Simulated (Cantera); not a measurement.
Input: 1 mol AlBr₃, 1.3 mol NH₃, 160 mol H₂, held at 133 Pa.

Method: chemical equilibrium by Gibbs-energy minimisation in Cantera with the NASA 1993 tables (ideal gas, pure condensed phases). Candidate condensed phases: Al, AlBr₃, AlN, Br₂; 19 gas species. Kinetics and transport are ignored.

At 1600 °C, list the 7 most abundant gas species with their mole fractions, and the condensed phases.

H₂ 0.960, H 0.0173, HBr 0.00783, AlBr 0.00562, Br 0.00457, N₂ 0.00390, Al 0.000378. Condensed: gas only.
